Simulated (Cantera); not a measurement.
A perfectly stirred reactor is fed with 51.0 % H2, 6.99 % O2, 42.0 % N2, at 0.336 atm; it is held at 1175 K, and followed from long to short residence time.

Model: the H2/O2 subset of GRI-Mech 3.0, which has no nitrogen chemistry, integrated in Cantera. The temperature is held fixed by assumption; the heat of reaction is taken as removed at once.

Q: Predict: x(H2) at τ = 1.20 s; x(O2) at τ = 1.20 s; x(H) at τ = 1.20 s; x(H2O) at τ = 1.20 s; x(H2O2) at τ = 1.20 s; x(H2) at τ = 18.0 ms; x(O2) at τ = 18.0 ms; x(H) at τ = 18.0 ms; x(H2O) at τ = 18.0 ms; x(H2O2) at τ = 18.0 ms.

A: x(H2) at τ = 1.20 s: 0.398
x(O2) at τ = 1.20 s: 7.31e-5
x(H) at τ = 1.20 s: 0.00132
x(H2O) at τ = 1.20 s: 0.150
x(H2O2) at τ = 1.20 s: 1.15e-9
x(H2) at τ = 18.0 ms: 0.392
x(O2) at τ = 18.0 ms: 0.000618
x(H) at τ = 18.0 ms: 0.0103
x(H2O) at τ = 18.0 ms: 0.148
x(H2O2) at τ = 18.0 ms: 2.17e-9
